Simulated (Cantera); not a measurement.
Reactions in the system C-H-Ta

Cantera with NASA thermochemical tables; ideal gases at 1 bar, condensed phases pure. Values are per mole of reaction as written; species without (g) are pure solids or liquids, kept so even where they would boil at 1 bar. TaC: taken at fixed stoichiometry.

2 Ta + C2H2(g) → 2 TaC + H2(g)

| T (K) | ΔH° (kJ) | ΔS° (J/K) | ΔG° (kJ) | log10 K |
|---|---|---|---|---|
| 300 | -516.4 | -68.4 | -495.9 | 86.34 |
| 750 | -511.8 | -59.1 | -467.4 | 32.56 |
| 900 | -510.4 | -57.4 | -458.7 | 26.62 |
| 1050 | -509.1 | -56.1 | -450.2 | 22.40 |
| 1200 | -507.8 | -55.0 | -441.9 | 19.23 |
| 1350 | -506.6 | -54.0 | -433.7 | 16.78 |
| 1500 | -505.4 | -53.2 | -425.7 | 14.82 |
| 1650 | -504.2 | -52.4 | -417.8 | 13.22 |
| 1800 | -502.9 | -51.6 | -409.9 | 11.90 |
| 1950 | -501.5 | -50.9 | -402.3 | 10.78 |

Ta + 3 C3H8(g) → 4 C2H6(g) + TaC

```csv
T (K),ΔH° (kJ),ΔS° (J/K),ΔG° (kJ),log10 K
300,-165.5,106.8,-197.5,34.39
750,-168.8,101.0,-244.5,17.03
900,-170.4,99.0,-259.5,15.06
1050,-172.0,97.3,-274.2,13.64
1200,-173.5,96.0,-288.7,12.57
1350,-174.9,94.9,-303.0,11.72
1500,-176.2,94.0,-317.2,11.04
1650,-177.3,93.3,-331.2,10.48
1800,-178.4,92.6,-345.1,10.02
1950,-179.4,92.1,-359.0,9.62
```
